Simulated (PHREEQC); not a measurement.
Consider water at 80 °C with 0.012 mol NaH2PO4, 0.012 mol Na2SO4 and 0.29 mol NaCl per kg of water. Closed to the air; pH follows from the charge balance.

The numbers come from PHREEQC with the ion-association model, phreeqc.dat.

Task: The ionic strength comes out as 0.331 mol/kgw. What activity coefficients do NaSO4-, H+, HSO4-, Cl-, Na+ get?

Result: NaSO4- 0.69, H+ 0.76, HSO4- 0.70, Cl- 0.65, Na+ 0.70.

No solid was allowed to form. Complexes and solids missing from the database can't appear. Away from 25 °C the constants follow the database's enthalpies or fits; those with neither stay at their 25 °C values.
